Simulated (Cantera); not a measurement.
Input (Python, Cantera):

```python
import numpy as np
import cantera as ct

gas = ct.Solution("gri30.yaml")
gas.TPX = 2075, 15000, {'CH4': 1, 'CO2': 0.31, 'H2': 0.78}
reactor = ct.IdealGasConstPressureReactor(gas, energy="off", clone=False)
net = ct.ReactorNet([reactor])
net.rtol, net.atol = 1e-08, 1e-18
show = ['CH4', 'CO2', 'H2', 'CO', 'CH2O', 'C2H6']
times = np.geomspace(1e-06, 4, 15)

steps = ct.SolutionArray(gas, extra=["t"])
rows = []
print(f"{'t/s':>10s}{'T/K':>9s}{'P/Pa':>11s}" + "".join(f"{s:>11s}" for s in show))
for t in times:
    while net.time < t:
        t_next = net.step()
        steps.append(gas.state, t=t_next)
    rows.append([np.interp(t, steps.t, y) for y in (steps.T, steps.P, *steps(*show).X.T)])
    print(f"{t:10.3e}{rows[-1][0]:9.1f}{rows[-1][1]:11.4g}" + "".join(f"{x:11.3e}" for x in rows[-1][2:]))
rate = np.gradient(steps.T, steps.t)
print("integrator steps:", len(steps.t))
if steps.T.max() > steps.T[0] + 200:
    print(f"time of steepest temperature rise: {steps.t[rate.argmax()]:.4e} s")
gas.TPX = 2075, 15000, {'CH4': 1, 'CO2': 0.31, 'H2': 0.78}
gas.equilibrate("TP")
print(f"equilibrium (TP): T = {gas.T:.1f} K  " + "  ".join(f"{s} {gas[s].X[0]:.3e}" for s in show))
```

Output:

```
       t/s      T/K       P/Pa        CH4        CO2         H2         CO       CH2O       C2H6
 1.000e-06   2075.0    1.5e+04  4.781e-01  1.483e-01  3.733e-01  1.179e-06  1.116e-09  3.421e-09
 2.962e-06   2075.0    1.5e+04  4.774e-01  1.483e-01  3.734e-01  5.366e-06  1.857e-08  1.181e-07
 8.773e-06   2075.0    1.5e+04  4.752e-01  1.481e-01  3.739e-01  2.902e-05  3.462e-07  3.189e-06
 2.599e-05   2075.0    1.5e+04  4.678e-01  1.475e-01  3.759e-01  2.058e-04  6.735e-06  5.502e-05
 7.697e-05   2075.0    1.5e+04  4.287e-01  1.433e-01  3.938e-01  1.899e-03  6.373e-05  4.576e-04
 2.280e-04   2075.0    1.5e+04  2.517e-01  1.156e-01  5.138e-01  1.440e-02  7.019e-05  5.093e-04
 6.752e-04   2075.0    1.5e+04  9.786e-02  6.824e-02  6.150e-01  4.671e-02  2.223e-05  9.258e-05
 2.000e-03   2075.0    1.5e+04  2.865e-02  1.813e-02  6.339e-01  9.407e-02  5.879e-06  1.052e-05
 5.924e-03   2075.0    1.5e+04  9.603e-03  2.818e-03  6.491e-01  1.212e-01  1.922e-06  1.507e-06
 1.755e-02   2075.0    1.5e+04  6.152e-03  1.764e-03  6.765e-01  1.484e-01  6.906e-07  6.396e-07
 5.197e-02   2075.0    1.5e+04  2.936e-03  4.520e-04  7.021e-01  1.745e-01  8.218e-08  1.510e-07
 1.539e-01   2075.0    1.5e+04  6.139e-04  8.704e-06  7.105e-01  1.818e-01  8.150e-09  7.275e-09
 4.559e-01   2075.0    1.5e+04  2.831e-04  8.405e-09  7.109e-01  1.819e-01  7.850e-09  1.916e-09
 1.350e+00   2075.0    1.5e+04  2.828e-04  8.298e-09  7.109e-01  1.819e-01  7.850e-09  1.912e-09
 4.000e+00   2075.0    1.5e+04  2.828e-04  8.298e-09  7.109e-01  1.819e-01  7.850e-09  1.912e-09
integrator steps: 1538
equilibrium (TP): T = 2075.0 K  CH4 2.830e-04  CO2 8.313e-09  H2 7.109e-01  CO 1.819e-01  CH2O 7.850e-09  C2H6 1.915e-09
```

Model: GRI-Mech 3.0 (53 species, 325 reactions), integrated in Cantera. GRI-Mech 3.0 stops at C3 and has no aromatics, soot or wall deposition, so with more carbon than oxygen in the feed, carbon stays in small species such as C2H2 where larger ones or solid carbon would form.
